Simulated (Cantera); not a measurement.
A closed system holds: 1 mol HCl, 1.4 mol O2, 0.084 mol H2, at 2625 K and 0.810 bar.

Equilibrium computed with Cantera from the NASA thermochemical tables; the gas is ideal and each condensed phase is pure. Candidate condensed phases: H2O; 14 gas species. The numbers say what is thermodynamically allowed, not how fast it happens.

Base state: O2 0.464, HCl 0.213, Cl 0.168, H2O 0.102, OH 0.0272, O 0.0197, H 0.00198, H2 0.00176 (mole fractions); condensed: gas only.

Task: What changes in the equilibrium state with this change: pressure from 0.810 bar to 9.30 mbar?

Result: 
```tsv
species	before	after
O2	0.464	0.315
Cl	0.168	0.236
O	0.0197	0.152
HCl	0.213	0.0919
H	0.00198	0.0527
H2	0.00176	0.0143
OH	0.0272	0.0640
H2O	0.102	0.0733
Cl2	0.00109	2.47e-5
HOCl	7.19e-5	2.73e-6
ClO	0.00108	0.000134
HO2	3.39e-5	7.05e-6
```
